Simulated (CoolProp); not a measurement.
Vapour-liquid equilibrium of benzene (1) + m-xylene (2) at 469.5 K; x and y are mole fractions of (1).

Values from CoolProp's multi-fluid Helmholtz-energy mixture model, Thol 2012 and Zhou 2012; pair parameters Bell 2016.

**Question.** Give the bubble pressure and the first vapour's composition at x = 0.15, 0.45, 0.55. Is there an azeotrope?

**Answer.** x = 0.15: 514.8 kPa, y = 0.344; x = 0.45: 789.2 kPa, y = 0.698; x = 0.55: 884.8 kPa, y = 0.773. No azeotrope shows between x = 0.05 and 0.95.

Pair parameters are fitted to limited data, so mixtures are less certain than the pure fluids.
